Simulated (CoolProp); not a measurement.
c-C4F8 (RC318) along the isobar 0.903 MPa: fugacity coefficient from the reference equation and from simpler models built on Tc = 388.4 K, pc = 2.778 MPa, ω = 0.355; each cubic takes its own stable root.

Computed with CoolProp (reference Helmholtz-energy equation of state, Platzer 1990). This equation is an older, rougher fit.

| T (K) | phase | reference | van der Waals | Soave-Redlich-Kwong | Peng-Robinson |
|---|---|---|---|---|---|
| 380.2 | gas | 0.8859 | 0.8990 | 0.8828 | 0.8718 |
| 392.2 | gas | 0.8977 | 0.9063 | 0.8950 | 0.8842 |
| 404.2 | gas | 0.9080 | 0.9130 | 0.9059 | 0.8953 |
| 416.2 | gas | 0.9171 | 0.9191 | 0.9155 | 0.9052 |
| 428.1 | gas | 0.9252 | 0.9246 | 0.9241 | 0.9140 |
| 440.1 | gas | 0.9324 | 0.9296 | 0.9318 | 0.9219 |
| 452.1 | gas | 0.9388 | 0.9343 | 0.9388 | 0.9291 |
| 464.1 | gas | 0.9446 | 0.9385 | 0.9450 | 0.9356 |
| 476 | gas | 0.9497 | 0.9424 | 0.9506 | 0.9415 |
| 488 | gas | 0.9544 | 0.9460 | 0.9557 | 0.9468 |
| 500 | gas | 0.9587 | 0.9493 | 0.9604 | 0.9517 |
